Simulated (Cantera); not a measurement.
An isothermal, constant-pressure homogeneous reactor starts with 1.43 % CH₄, 98.6 % H₂, at 1875 K and 760 Torr.

Detailed kinetics in Cantera: GRI-Mech 3.0 (53 species, 325 reactions). GRI-Mech 3.0 stops at C3 and has no aromatics, soot or wall deposition, so with more carbon than oxygen in the feed, carbon stays in small species such as C2H2 where larger ones or solid carbon would form.

One state of this run: x CH₄ = 0.00871; x H₂ = 0.988; x C₂H₂ = 0.00265; x C₂H₆ = 5.30e-7; x CH₃ = 0.000114; x CH₂ = 8.68e-8; x C₂H₄ = 4.31e-5. x: mole fraction; the columns are a selection and need not sum to one.

Task: Which value of t (s) does it belong to?
A) 54.0
B) 0.0209
C) 0.000412
D) 3.00e-5

Result: B, 0.0209
